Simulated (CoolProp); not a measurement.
Vapour-liquid equilibrium of CHF3 (R23) (1) + CH2F2 (R32) (2) at 0.0354 MPa; x and y are mole fractions of (1).

Values from CoolProp's multi-fluid Helmholtz-energy mixture model, Penoncello 2003 and Tillner-Roth 1997; pair parameters Bell 2016.

```json
[
 {"x": "0.05", "bubble temperature, mixture model (K)": "199.5", "bubble temperature, Raoult's law (K)": "199.6", "y, mixture model": "0.229", "y, Raoult's law": "0.228"},
 {"x": "0.125", "bubble temperature, mixture model (K)": "195.3", "bubble temperature, Raoult's law (K)": "195.5", "y, mixture model": "0.460", "y, Raoult's law": "0.458"},
 {"x": "0.2", "bubble temperature, mixture model (K)": "191.9", "bubble temperature, Raoult's law (K)": "192.2", "y, mixture model": "0.609", "y, Raoult's law": "0.607"},
 {"x": "0.275", "bubble temperature, mixture model (K)": "189.0", "bubble temperature, Raoult's law (K)": "189.3", "y, mixture model": "0.710", "y, Raoult's law": "0.709"},
 {"x": "0.35", "bubble temperature, mixture model (K)": "186.6", "bubble temperature, Raoult's law (K)": "186.9", "y, mixture model": "0.781", "y, Raoult's law": "0.782"},
 {"x": "0.425", "bubble temperature, mixture model (K)": "184.6", "bubble temperature, Raoult's law (K)": "184.9", "y, mixture model": "0.834", "y, Raoult's law": "0.835"},
 {"x": "0.5", "bubble temperature, mixture model (K)": "182.8", "bubble temperature, Raoult's law (K)": "183.1", "y, mixture model": "0.874", "y, Raoult's law": "0.876"},
 {"x": "0.575", "bubble temperature, mixture model (K)": "181.2", "bubble temperature, Raoult's law (K)": "181.4", "y, mixture model": "0.904", "y, Raoult's law": "0.907"},
 {"x": "0.65", "bubble temperature, mixture model (K)": "179.8", "bubble temperature, Raoult's law (K)": "180.0", "y, mixture model": "0.929", "y, Raoult's law": "0.932"},
 {"x": "0.725", "bubble temperature, mixture model (K)": "178.6", "bubble temperature, Raoult's law (K)": "178.7", "y, mixture model": "0.949", "y, Raoult's law": "0.952"},
 {"x": "0.8", "bubble temperature, mixture model (K)": "177.4", "bubble temperature, Raoult's law (K)": "177.5", "y, mixture model": "0.966", "y, Raoult's law": "0.969"},
 {"x": "0.875", "bubble temperature, mixture model (K)": "176.4", "bubble temperature, Raoult's law (K)": "176.4", "y, mixture model": "0.980", "y, Raoult's law": "0.982"},
 {"x": "0.95", "bubble temperature, mixture model (K)": "175.4", "bubble temperature, Raoult's law (K)": "175.4", "y, mixture model": "0.993", "y, Raoult's law": "0.993"}
]
```

The largest gap from Raoult's law is -0.3 K in bubble temperature, at x = 0.35. No azeotrope shows between x = 0.05 and 0.95.

Pair parameters are fitted to limited data, so mixtures are less certain than the pure fluids.
